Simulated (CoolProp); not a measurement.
A single-stage vapour-compression cycle with R11: evaporating at 306.15 K (dew point), condensing at 356.15 K (bubble point), superheat 8 K, subcooling 5 K, compressor efficiency 0.65, no pressure losses. Each further row changes one setting.

Computed with CoolProp (reference Helmholtz-energy equation of state, Jacobsen 1992).

| case | cooling COP | pressure ratio | discharge temperature (K) | refrigerating effect (kJ/kg) | volumetric capacity (kJ/m³) |
|---|---|---|---|---|---|
| as stated | 3.45 | 4.04 | 387.5 | 142 | 1080 |
| evaporating temperature 311.15 K | 3.96 | 3.43 | 384.5 | 144 | 1280 |
| condensing temperature 351.15 K | 3.91 | 3.58 | 380.9 | 146 | 1120 |
| subcooling 10 K | 3.56 | 4.04 | 387.5 | 146 | 1120 |
| superheat 18 K | 3.46 | 4.04 | 399.0 | 148 | 1090 |
| compressor efficiency 0.55 | 2.92 | 4.04 | 398.5 | 142 | 1080 |
